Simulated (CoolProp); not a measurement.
Computed with CoolProp (reference Helmholtz-energy equation of state, McLinden 2015).

Task: For the fluoroketone C6F12O (FK-5-1-12), give the phase and the cv (kJ/(kg K)), speed of sound (m/s), isothermal compressibility (1/MPa), expansivity (1/kK) at 405.8 K and 0.603 MPa; 446.2 K and 0.603 MPa.

Result: 
- 405.8 K and 0.603 MPa: gas; cv 0.960, speed of sound 86.5, isothermal compressibility 2.09, expansivity 4.98
- 446.2 K and 0.603 MPa: gas; cv 0.994, speed of sound 97.6, isothermal compressibility 1.90, expansivity 3.50
